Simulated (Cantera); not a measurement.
**Ignition delay**

Mixture: 10.4 % CH₄, 18.8 % O₂, 70.8 % N₂, equivalence ratio 1.1, at 850000 Pa, adiabatic and at constant pressure. Ignition delay is the time to a rise of 400 K.

Detailed kinetics in Cantera: GRI-Mech 3.0 (53 species, 325 reactions).

```
T0 (K)  delay (ms)
------  ----------
1300          1.81
1400         0.611
1500         0.224
1600        0.0893
1700        0.0388
1800        0.0185
1900       0.00971
2000       0.00554
```

- apparent activation energy between 1800 and 2000 K: 180 kJ/mol
